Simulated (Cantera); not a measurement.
**Gas-phase reforming**

An isothermal, constant-pressure homogeneous reactor starts with CH4 : CO2 : H2 = 1 : 2.3 : 0.18 (molar parts), at 2175 K and 4.70 bar.

Computed with Cantera and GRI-Mech 3.0 (53 species, 325 reactions).

```csv
t (s),x CH4,x CO2,x H2,x OH,x H2O2
4.00e-5,0.0465,0.383,0.189,0.000114,4.70e-10
0.000222,0.00743,0.164,0.129,0.000221,1.61e-9
0.00123,0.00361,0.0885,0.205,0.000124,5.15e-10
0.00684,4.80e-6,0.0723,0.232,0.000104,3.62e-10
0.0380,1.37e-8,0.0723,0.232,0.000104,3.63e-10
0.211,1.37e-8,0.0723,0.232,0.000104,3.63e-10
1.17,1.37e-8,0.0723,0.232,0.000104,3.63e-10
6.49,1.37e-8,0.0723,0.232,0.000104,3.63e-10
36.0,1.37e-8,0.0723,0.232,0.000104,3.63e-10
200,1.37e-8,0.0723,0.232,0.000104,3.63e-10
```
x: mole fraction; the columns are a selection and need not sum to one.

Equilibrium at this temperature and pressure: CH4 1.51e-8, CO2 0.0723, H2 0.232, OH 0.000104, H2O2 3.63e-10 (gas phase only).
